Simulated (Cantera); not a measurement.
Charge: 1 mol CO, 0.15 mol H₂O, 11 mol H₂, held at 133 Pa.

Method: chemical equilibrium by Gibbs-energy minimisation in Cantera with the NASA 1993 tables (ideal gas, pure condensed phases). Candidate condensed phases: C, C₆H₆, C₇H₈, C₈H₁₈, H₂O; 131 gas species. Ions and electrons are included (thermal ionisation). Rates play no part.

x: gas mole fraction; nothing condenses.

```json
[
 {"T (°C)": "2727", "x H": "0.905", "x CO": "0.0445", "x H₂": "0.0438", "x O": "0.00611", "x C": "1.24e-8"},
 {"T (°C)": "3227", "x H": "0.947", "x CO": "0.0428", "x H₂": "0.00343", "x O": "0.00638", "x C": "6.10e-6"},
 {"T (°C)": "3727", "x H": "0.950", "x CO": "0.0420", "x H₂": "…", "x O": "…", "x C": "…"},
 {"T (°C)": "4227", "x H": "0.942", "x CO": "…", "x H₂": "…", "x O": "…", "x C": "…"},
 {"T (°C)": "4727", "x H": "0.923", "x CO": "0.0126", "x H₂": "2.75e-5", "x O": "0.0350", "x C": "0.0285"}
]
```

Problem. What belongs in the gaps?

Solution. 
- 3727, x H₂: 0.000473
- 3727, x O: 0.00701
- 3727, x C: 0.000616
- 4227, x CO: 0.0333
- 4227, x H₂: 9.90e-5
- 4227, x O: 0.0153
- 4227, x C: 0.00892
